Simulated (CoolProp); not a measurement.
Properties of n-perfluoropentane along the isotherm 186.35 °C.

Values from CoolProp's reference Helmholtz-energy equation of state, Gao 2022.

```json
[
 {"p (kPa)": "667", "phase": "gas", "cv (kJ/(kg K))": "?", "speed of sound (m/s)": "107.7", "isothermal compressibility (1/MPa)": "?", "expansivity (1/kK)": "3.000"},
 {"p (kPa)": "1330", "phase": "gas", "cv (kJ/(kg K))": "0.9983", "speed of sound (m/s)": "97.33", "isothermal compressibility (1/MPa)": "?", "expansivity (1/kK)": "4.388"},
 {"p (kPa)": "2000", "phase": "gas", "cv (kJ/(kg K))": "1.012", "speed of sound (m/s)": "?", "isothermal compressibility (1/MPa)": "0.7347", "expansivity (1/kK)": "7.006"},
 {"p (kPa)": "2670", "phase": "supercritical", "cv (kJ/(kg K))": "1.031", "speed of sound (m/s)": "75.00", "isothermal compressibility (1/MPa)": "0.6823", "expansivity (1/kK)": "12.27"},
 {"p (kPa)": "3330", "phase": "supercritical", "cv (kJ/(kg K))": "1.049", "speed of sound (m/s)": "?", "isothermal compressibility (1/MPa)": "0.6254", "expansivity (1/kK)": "?"},
 {"p (kPa)": "4000", "phase": "supercritical", "cv (kJ/(kg K))": "1.047", "speed of sound (m/s)": "80.61", "isothermal compressibility (1/MPa)": "0.3265", "expansivity (1/kK)": "16.93"},
 {"p (kPa)": "4670", "phase": "supercritical", "cv (kJ/(kg K))": "1.038", "speed of sound (m/s)": "102.9", "isothermal compressibility (1/MPa)": "0.1572", "expansivity (1/kK)": "?"},
 {"p (kPa)": "5330", "phase": "supercritical", "cv (kJ/(kg K))": "1.031", "speed of sound (m/s)": "123.4", "isothermal compressibility (1/MPa)": "0.09590", "expansivity (1/kK)": "8.060"},
 {"p (kPa)": "6000", "phase": "supercritical", "cv (kJ/(kg K))": "1.026", "speed of sound (m/s)": "141.5", "isothermal compressibility (1/MPa)": "0.06710", "expansivity (1/kK)": "6.485"},
 {"p (kPa)": "6670", "phase": "supercritical", "cv (kJ/(kg K))": "1.023", "speed of sound (m/s)": "157.4", "isothermal compressibility (1/MPa)": "0.05112", "expansivity (1/kK)": "5.511"},
 {"p (kPa)": "7330", "phase": "supercritical", "cv (kJ/(kg K))": "1.020", "speed of sound (m/s)": "171.4", "isothermal compressibility (1/MPa)": "0.04123", "expansivity (1/kK)": "4.855"},
 {"p (kPa)": "8000", "phase": "supercritical", "cv (kJ/(kg K))": "1.018", "speed of sound (m/s)": "184.4", "isothermal compressibility (1/MPa)": "0.03437", "expansivity (1/kK)": "4.366"},
 {"p (kPa)": "8670", "phase": "supercritical", "cv (kJ/(kg K))": "1.016", "speed of sound (m/s)": "196.4", "isothermal compressibility (1/MPa)": "0.02943", "expansivity (1/kK)": "3.992"},
 {"p (kPa)": "9330", "phase": "supercritical", "cv (kJ/(kg K))": "1.015", "speed of sound (m/s)": "?", "isothermal compressibility (1/MPa)": "0.02575", "expansivity (1/kK)": "3.698"},
 {"p (kPa)": "10000", "phase": "supercritical", "cv (kJ/(kg K))": "1.014", "speed of sound (m/s)": "217.8", "isothermal compressibility (1/MPa)": "0.02284", "expansivity (1/kK)": "3.454"}
]
```

**Question.** Complete the blanks.

**Answer.** 
- 667, cv (kJ/(kg K)): 0.9886
- 667, isothermal compressibility (1/MPa): 1.644
- 1330, isothermal compressibility (1/MPa): 0.9335
- 2000, speed of sound (m/s): 86.01
- 3330, speed of sound (m/s): 68.78
- 3330, expansivity (1/kK): 20.23
- 4670, expansivity (1/kK): 10.94
- 9330, speed of sound (m/s): 207.4
